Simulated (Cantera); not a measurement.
# Stirred combustor or abatement burner

A perfectly stirred reactor is fed with 28.1 % H2, 18.0 % O2, 53.9 % N2, at 430000 Pa; it is adiabatic with a 425 K inlet, and is followed from long to short residence time, starting on the burning branch (τ in s: 0.048, 0.019, 0.0077, 0.0031, 0.0012, 0.00049, 0.00019, 7.7e-05, 3.1e-05, 1.2e-05).

Cantera simulation using GRI-Mech 3.0 (53 species, 325 reactions); the numbers are that mechanism's predictions, not measurements. The hydrogen kinetics of GRI-Mech 3.0 are dated; newer H2 mechanisms differ, most at raised pressure.

```
τ (s)    T (K)     x H2    x O2    x NO2   x H2O2       x H      x O
-------  -----  -------  ------  -------  -------  --------  -------
0.048     2431  0.00324  0.0413  5.86e-6  8.10e-7  0.000516  0.00102
0.019     2433  0.00330  0.0420  4.71e-6  8.20e-7  0.000533  0.00105
0.0077    2434  0.00344  0.0429  3.16e-6  8.34e-7  0.000569  0.00111
0.0031    2433  0.00375  0.0437  1.75e-6  8.47e-7  0.000644  0.00121
0.0012    2425  0.00448  0.0442  8.62e-7  8.60e-7  0.000832  0.00142
0.00049   2405  0.00599  0.0447  4.49e-7  8.93e-7   0.00128  0.00185
0.00019   2363  0.00911  0.0455  2.23e-7  9.99e-7   0.00243  0.00280
7.7e-5    2292   0.0140  0.0469  1.08e-7  1.22e-6   0.00489  0.00442
3.1e-5    2185   0.0208  0.0494  5.69e-8  1.60e-6   0.00963  0.00684
1.2e-5    2032   0.0297  0.0537  3.63e-8  2.34e-6    0.0178  0.00992
```
x: mole fraction; the columns are a selection and need not sum to one.
